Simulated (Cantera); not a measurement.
Feed: 1 mol SF₆, 0.85 mol SO₂, 0.6 mol N₂, at 2723 K and 0.0180 bar.

These are equilibrium values from Cantera (NASA tables, ideal gas, pure condensed phases), not measurements of a reactor. Candidate condensed phases: S; 35 gas species. The numbers say what is thermodynamically allowed, not how fast it happens.

Base state: F 0.700, SO 0.101, N₂ 0.0699, S 0.0606, SO₂ 0.0385, O 0.0154, S₂ 0.00616, SF 0.00483 (mole fractions); condensed: gas only.

Problem. What changes in the equilibrium state with this change: SF₆ replaced by CS₂?

Solution. 
```tsv
species	before	after
S	0.0606	0.291
CO	0	0.251
N₂	0.0699	0.153
F	0.700	0
S₂	0.00616	0.142
O	0.0154	0.00441
SO₂	0.0385	0.0151
SO	0.101	0.138
SF	0.00483	0
CO₂	0	0.00460
SF₂	0.000182	0
COS	0	7.21e-5
```
Further candidate phases: C.
